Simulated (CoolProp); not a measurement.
Vapour-liquid equilibrium of trans-2-butene (1) + acetone (2) at 57.9 kPa; x and y are mole fractions of (1).

Model: multi-fluid Helmholtz-energy mixture model, Lemmon 2005 and Lemmon 2006; pair parameters Bell 2016, in CoolProp.

| x | bubble temperature (K) | y at the bubble point | dew temperature at overall composition x (K) | liquid density (mol/L) |
|---|---|---|---|---|
| 0.05 | 296.6 | 0.520 | 312.5 | 13.36 |
| 0.15 | 278.3 | 0.812 | 309.7 | 13.36 |
| 0.25 | 270.4 | 0.884 | 306.7 | 13.18 |
| 0.35 | 266.8 | 0.910 | 303.3 | 12.93 |
| 0.45 | 265.1 | 0.923 | 299.6 | 12.66 |
| 0.55 | 264.1 | 0.929 | 295.2 | 12.39 |
| 0.65 | 263.5 | 0.935 | 290.0 | 12.14 |
| 0.75 | 262.8 | 0.942 | 283.5 | 11.90 |
| 0.85 | 261.9 | 0.955 | 274.5 | 11.70 |
| 0.95 | 260.8 | 0.980 | 262.2 | 11.52 |

No azeotrope shows between x = 0.05 and 0.95.

The pair parameters rest on a limited set of measurements; away from them the model extrapolates. With so large a gap from Raoult's law the liquid may split in two, which this calculation doesn't test in full.
